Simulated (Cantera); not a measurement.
Charge: 1 mol BN, 0.36 mol H2O, 0.35 mol H2, equilibrated at 1623 K and 0.00160 bar.

Method: chemical equilibrium by Gibbs-energy minimisation in Cantera with the NASA 1993 tables (ideal gas, pure condensed phases). Candidate condensed phases: B, BN, B2O3, B3O3H3, H2O; 39 gas species. Rates play no part.

Base state: H2 0.683, N2 0.138, B2O3 0.0719, HBO 0.0575, B2O2 0.0265, HBO2 0.0187, BO 0.00265, H 0.00143 (mole fractions); condensed: BN(s).

**Question.** What changes in the equilibrium state with this change: temperature from 1623 K to 1248.15 K?

**Answer.** 
```tsv
species	before	after
H2	0.683	0.854
N2	0.138	0.144
HBO2	0.0187	0.000858
B2O3	0.0719	2.61e-5
HBO	0.0575	0.000133
B2O2	0.0265	3.53e-7
BO	0.00265	6.71e-8
H	0.00143	1.08e-5
H2O	0.000246	0.000457
BN(s), mol	0.729	0.760
B2O3(l), mol	0	0.119
```
Mutual solubility and eutectic melting of coexisting phases are not modelled.

**Question.** What changes in the equilibrium state with this change: pressure from 0.00160 bar to 0.133 bar?

**Answer.** 
| species | before | after |
|---|---|---|
| H2 | 0.683 | 0.842 |
| N2 | 0.138 | 0.143 |
| HBO2 | 0.0187 | 0.00737 |
| B2O3 | 0.0719 | 0.00165 |
| HBO | 0.0575 | 0.00413 |
| B2O2 | 0.0265 | 0.000111 |
| BO | 0.00265 | 1.87e-5 |
| H | 0.00143 | 0.000174 |
| H2O | 0.000246 | 0.00166 |
| BN(s), mol | 0.729 | 0.762 |
| B2O3(l), mol | 0 | 0.113 |
Mutual solubility and eutectic melting of coexisting phases are not modelled. Gases not in the tables: H3BO3.

**Question.** What changes in the equilibrium state with this change: H2 from 0.35 to 69 mol?

**Answer.** 
| species | before | after |
|---|---|---|
| H2 | 0.683 | 0.991 |
| HBO | 0.0575 | 0.00469 |
| N2 | 0.138 | 0.00257 |
| B2O3 | 0.0719 | 3.07e-6 |
| HBO2 | 0.0187 | 1.42e-5 |
| B2O2 | 0.0265 | 0.000122 |
| H2O | 0.000246 | 3.30e-6 |
| BO | 0.00265 | 0.000179 |
| H | 0.00143 | 0.00172 |
| BN(s), mol | 0.729 | 0.641 |
